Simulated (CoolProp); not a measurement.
Vapour-liquid equilibrium of methanol (1) + water (2) at 27.65 °C; x and y are mole fractions of (1).

Model: multi-fluid Helmholtz-energy mixture model, de Reuck 1993 and Wagner 2002; pair parameters Bell 2016, in CoolProp.

```csv
x,"bubble pressure, mixture model (bar)","bubble pressure, Raoult's law (bar)","y, mixture model","y, Raoult's law"
0.05,0.05238,0.04494,0.319,0.217
0.2,0.08816,0.06858,0.650,0.568
0.35,0.1141,0.09221,0.767,0.739
0.5,0.1345,0.1158,0.835,0.840
0.65,0.1525,0.1395,0.886,0.907
0.8,0.1701,0.1631,0.933,0.955
0.95,0.1883,0.1867,0.982,0.990
```

The largest gap from Raoult's law is +28.6 % in bubble pressure, at x = 0.2. No azeotrope shows between x = 0.05 and 0.95.

The pair parameters rest on a limited set of measurements; away from them the model extrapolates.
